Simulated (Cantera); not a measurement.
An isothermal, constant-pressure homogeneous reactor starts with 7.80 % N₂O, 92.2 % O₂, at 1473 K and 100.0 Torr.

Cantera simulation using GRI-Mech 3.0 (53 species, 325 reactions); the numbers are that mechanism's predictions, not measurements. GRI-Mech 3.0 was tuned for natural gas; its chemistry of N2O as a main component is partial and can be far from experiment.

One state of this run: x N₂O = 0.0460; x O₂ = 0.920; x NO = 0.00715; x O = 5.35e-5; x NO₂ = 1.04e-5; x N₂ = 0.0272. x: mole fraction; the columns are a selection and need not sum to one.

Question: Which value of t (s) does it belong to?
A. 0.000949
B. 0.0949
C. 0.0300
D. 0.00300

Answer: B, 0.0949
